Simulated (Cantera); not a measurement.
Cantera run, input and output.

```python
import numpy as np
import cantera as ct

gas = ct.Solution("gri30.yaml")
gas.TPX = 1000, 101325, {'CO': 1, 'H2': 0.49, 'O2': 1.41, 'N2': 5.29}
reactor = ct.IdealGasConstPressureReactor(gas, energy="on", clone=False)
net = ct.ReactorNet([reactor])
net.rtol, net.atol = 1e-08, 1e-16
show = ['CO', 'H2', 'O2', 'H2O2', 'O', 'NO2', 'NO']
times = np.geomspace(3e-06, 6, 15)

steps = ct.SolutionArray(gas, extra=["t"])
rows = []
print(f"{'t/s':>10s}{'T/K':>9s}{'P/Pa':>11s}" + "".join(f"{s:>11s}" for s in show))
for t in times:
    while net.time < t:
        t_next = net.step()
        steps.append(gas.state, t=t_next)
    rows.append([np.interp(t, steps.t, y) for y in (steps.T, steps.P, *steps(*show).X.T)])
    print(f"{t:10.3e}{rows[-1][0]:9.1f}{rows[-1][1]:11.4g}" + "".join(f"{x:11.3e}" for x in rows[-1][2:]))
rate = np.gradient(steps.T, steps.t)
print("integrator steps:", len(steps.t))
if steps.T.max() > steps.T[0] + 200:
    print(f"time of steepest temperature rise: {steps.t[rate.argmax()]:.4e} s")
gas.TPX = 1000, 101325, {'CO': 1, 'H2': 0.49, 'O2': 1.41, 'N2': 5.29}
gas.equilibrate("HP")
print(f"equilibrium (HP): T = {gas.T:.1f} K  " + "  ".join(f"{s} {gas[s].X[0]:.3e}" for s in show))
```

Result:

```
       t/s      T/K       P/Pa         CO         H2         O2       H2O2          O        NO2         NO
 3.000e-06   1000.0  1.013e+05  1.221e-01  5.983e-02  1.722e-01  1.862e-15  5.923e-11  3.577e-33  4.225e-24
 8.457e-06   1000.0  1.013e+05  1.221e-01  5.983e-02  1.722e-01  2.120e-14  1.493e-10  4.248e-31  5.247e-23
 2.384e-05   1000.0  1.013e+05  1.221e-01  5.983e-02  1.722e-01  3.967e-13  4.676e-10  1.618e-28  1.177e-21
 6.720e-05   1000.0  1.013e+05  1.221e-01  5.983e-02  1.722e-01  1.289e-11  3.055e-09  3.739e-25  9.846e-20
 1.894e-04   1000.0  1.013e+05  1.221e-01  5.983e-02  1.722e-01  2.453e-09  2.282e-07  3.078e-19  6.573e-16
 5.339e-04   1939.2  1.013e+05  3.178e-02  3.417e-03  9.617e-02  2.484e-07  1.444e-02  1.023e-08  2.715e-05
 1.505e-03   2276.8  1.013e+05  8.170e-03  7.032e-04  9.042e-02  7.530e-08  2.456e-03  1.177e-07  1.723e-04
 4.243e-03   2308.8  1.013e+05  5.291e-03  4.578e-04  8.957e-02  8.506e-08  1.571e-03  3.322e-07  4.586e-04
 1.196e-02   2307.8  1.013e+05  5.245e-03  4.542e-04  8.920e-02  8.477e-08  1.551e-03  8.629e-07  1.191e-03
 3.371e-02   2304.7  1.013e+05  5.175e-03  4.489e-04  8.829e-02  8.375e-08  1.516e-03  2.182e-06  3.015e-03
 9.503e-02   2299.0  1.013e+05  5.047e-03  4.393e-04  8.660e-02  8.188e-08  1.453e-03  4.613e-06  6.392e-03
 2.679e-01   2294.6  1.013e+05  4.948e-03  4.318e-04  8.528e-02  8.042e-08  1.404e-03  6.509e-06  9.037e-03
 7.551e-01   2294.0  1.013e+05  4.936e-03  4.310e-04  8.512e-02  8.025e-08  1.398e-03  6.733e-06  9.350e-03
 2.129e+00   2294.0  1.013e+05  4.936e-03  4.310e-04  8.512e-02  8.025e-08  1.398e-03  6.733e-06  9.350e-03
 6.000e+00   2294.0  1.013e+05  4.936e-03  4.310e-04  8.512e-02  8.025e-08  1.398e-03  6.733e-06  9.350e-03
integrator steps: 1440
time of steepest temperature rise: 4.1497e-04 s
equilibrium (HP): T = 2294.0 K  CO 4.936e-03  H2 4.310e-04  O2 8.512e-02  H2O2 8.025e-08  O 1.398e-03  NO2 6.733e-06  NO 9.350e-03
```

Computed with Cantera and GRI-Mech 3.0 (53 species, 325 reactions).
